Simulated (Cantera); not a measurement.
A Cantera script and what it prints.

```python
import numpy as np
import cantera as ct

gas_names = """
    H HNO HNO2 HNO3 HO2 H2 H2O H2O2 N NH NH2 NH3 NH2OH NO NO2 NO3 N2 N2H2 N2H4 N2O O OH O2 O3 Zr ZrN ZrO
    ZrO2
""".split()
cond_names = """
    H2O(s) H2O(L) Zr(a) Zr(b) Zr(L) ZrN(s) ZrN(L) ZrO2(a) ZrO2(b) ZrO2(L)
""".split()


# ... load() reads the species with a 1 bar reference pressure and builds the phases ...
atoms = {
    'ZrO2': {'Zr': 1, 'O': 2},
    'H2': {'H': 2},
    'N2': {'N': 2},
}
top_T = {}  # K; cautious upper limits of use, not melting points


# ... equilibrate(T, P, feed) seeds the gas with the atoms and calls Mixture.equilibrate('TP', solver="vcs", rtol=1e-11, max_steps=5000) ...
results = []
feed = {'ZrO2': 1, 'H2': 360, 'N2': 71}  # mol
P = 1000  # Pa
for T in [1425, 1475, 1525, 1575, 1625, 1675, 1725, 1775, 1825, 1875, 1925, 1975]:
    mix = equilibrate(T, P, feed)
    results.append((T, P, feed, dict(zip(mix.species_names, mix.species_moles))))

top = {s: max(r[3][s] / sum(r[3][g] for g in gas_names) for r in results) for s in gas_names}
cols = sorted((s for s in top if top[s] > 0.001), key=lambda s: -top[s])[:7]
seen = [c for c in cond_names if any(r[3].get(c, 0) > 1e-12 for r in results)]
print("log10 of partial pressures in bar; condensed amounts in mol")
print(f"{'T/K':>10s}" + "".join(f"{s[:9]:>10s}" for s in cols + seen))
for T, P, feed, n in results:
    ng = sum(n[g] for g in gas_names)
    print(f"{T:10.4g}" + "".join(f"{np.log10(max(n[s] / ng * P / 1e5, 1e-99)):10.3f}" for s in cols)
          + "".join(f"{n.get(c, 0):10.4g}" for c in seen))
```

It prints:

```
log10 of partial pressures in bar; condensed amounts in mol
       T/K        H2        N2         H    ZrN(s)   ZrO2(a)   ZrO2(b)
      1425    -2.078    -2.783    -6.205 0.0006313    0.9994         0
      1475    -2.078    -2.783    -5.926 0.0008737    0.9991         0
      1525    -2.078    -2.783    -5.665  0.001174         0    0.9988
      1575    -2.078    -2.783    -5.421  0.001547         0    0.9985
      1625    -2.078    -2.783    -5.191  0.002004         0     0.998
      1675    -2.079    -2.783    -4.974  0.002556         0    0.9974
      1725    -2.079    -2.784    -4.771  0.003212         0    0.9968
      1775    -2.079    -2.784    -4.578  0.003984         0     0.996
      1825    -2.080    -2.784    -4.396  0.004883         0    0.9951
      1875    -2.081    -2.785    -4.224  0.005916         0    0.9941
      1925    -2.082    -2.785    -4.061  0.007093         0    0.9929
      1975    -2.084    -2.786    -3.906  0.008415         0    0.9916
```

These are equilibrium values from Cantera (NASA tables, ideal gas, pure condensed phases), not measurements of a reactor. Mutual solubility and eutectic melting of coexisting phases are not modelled. ZrN: taken at fixed stoichiometry. Condensed phases not in the tables: solid solutions among these carbides, nitrides and lower oxides.
